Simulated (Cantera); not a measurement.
Cantera run, input and output.

```python
import numpy as np
import cantera as ct

gas = ct.Solution("h2o2.yaml")
gas.TPX = 450, 1100000, {'H2': 1, 'O2': 0.385, 'N2': 1.45}
inlet = ct.Reservoir(gas, clone=True)
gas.equilibrate("HP")  # start burning
reactor = ct.IdealGasConstPressureReactor(gas, energy="on", clone=False)
exhaust = ct.Reservoir(gas, clone=True)
tau = [0.19, 0.093, 0.045, 0.021, 0.01, 0.0049, 0.0024, 0.0011, 0.00054, 0.00026, 0.00012, 6e-05, 2.9e-05][0]
for a, b in ((inlet, reactor), (reactor, exhaust)):
    ct.MassFlowController(a, b, mdot=lambda t: reactor.mass / tau)
net = ct.ReactorNet([reactor])
show = ['H2', 'O2', 'O', 'OH', 'HO2', 'H']

rows = []
print(f"{'tau/s':>10s}{'T/K':>9s}" + "".join(f"{s:>11s}" for s in show))
for tau in [0.19, 0.093, 0.045, 0.021, 0.01, 0.0049, 0.0024, 0.0011, 0.00054, 0.00026, 0.00012, 6e-05, 2.9e-05]:
    net.initial_time = 0.0
    net.advance(30 * tau)
    before = gas.X
    net.advance(40 * tau)
    drift = np.max(np.abs(gas.X - before) / (gas.X + 1e-9))
    rows.append([gas.T, *gas[show].X, drift])
    print(f"{tau:10.3e}{gas.T:9.1f}" + "".join(f"{x:11.3e}" for x in gas[show].X))
```

Result:

```
     tau/s      T/K         H2         O2          O         OH        HO2          H
 1.900e-01   2461.3  9.346e-02  2.677e-05  1.829e-05  1.306e-03  4.875e-08  1.977e-03
 9.300e-02   2461.1  9.346e-02  2.871e-05  1.851e-05  1.314e-03  5.038e-08  1.989e-03
 4.500e-02   2460.8  9.346e-02  3.271e-05  1.898e-05  1.330e-03  5.379e-08  2.013e-03
 2.100e-02   2460.2  9.346e-02  4.130e-05  2.001e-05  1.364e-03  6.138e-08  2.067e-03
 1.000e-02   2458.9  9.347e-02  5.804e-05  2.213e-05  1.430e-03  7.722e-08  2.172e-03
 4.900e-03   2456.6  9.348e-02  8.821e-05  2.628e-05  1.553e-03  1.094e-07  2.366e-03
 2.400e-03   2452.5  9.350e-02  1.413e-04  3.457e-05  1.770e-03  1.775e-07  2.714e-03
 1.100e-03   2444.8  9.353e-02  2.408e-04  5.301e-05  2.170e-03  3.440e-07  3.366e-03
 5.400e-04   2433.6  9.358e-02  3.911e-04  8.599e-05  2.729e-03  6.790e-07  4.306e-03
 2.600e-04   2416.5  9.371e-02  6.414e-04  1.491e-04  3.529e-03  1.399e-06  5.719e-03
 1.200e-04   2390.3  9.400e-02  1.078e-03  2.717e-04  4.639e-03  2.942e-06  7.842e-03
 6.000e-05   2357.4  9.449e-02  1.705e-03  4.621e-04  5.849e-03  5.502e-06  1.045e-02
 2.900e-05   2310.1  9.539e-02  2.730e-03  7.893e-04  7.275e-03  1.015e-05  1.412e-02
```

Model: the H2/O2 subset of GRI-Mech 3.0, which has no nitrogen chemistry, integrated in Cantera. The hydrogen kinetics of GRI-Mech 3.0 are dated; newer H2 mechanisms differ, most at raised pressure.
